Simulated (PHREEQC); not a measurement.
Solution (60 °C): 0.0019 mol NaH2PO4 and 0.0013 mol K2HPO4 per kg of water. Closed to the air; pH follows from the charge balance.

All values are PHREEQC results (ion-association model, phreeqc.dat), not measurements.

```
quantity                   before    after
------------------------  -------  -------
pH                           6.85     4.97
ionic strength (mol/kgw)  0.00578  0.00193
H2PO4- (mol/kgw)          0.00190  0.00188
HPO4-2 (mol/kgw)          0.00129  1.52e-5
NaHPO4- (mol/kgw)         3.40e-6  4.59e-8
H3PO4 (mol/kgw)           5.25e-8  4.08e-6
```

What was changed between the two runs?
A) K2HPO4 from 0.0013 to 0.0065 mol/kgw
B) K2HPO4 from 0.0013 to 0.00065 mol/kgw
C) K2HPO4 left out
D) temperature from 60 to 75 °C
E) NaH2PO4 replaced by NaHCO3 at the same molality

C, K2HPO4 left out

No solid was allowed to form. Away from 25 °C the constants follow the database's enthalpies or fits; those with neither stay at their 25 °C values.
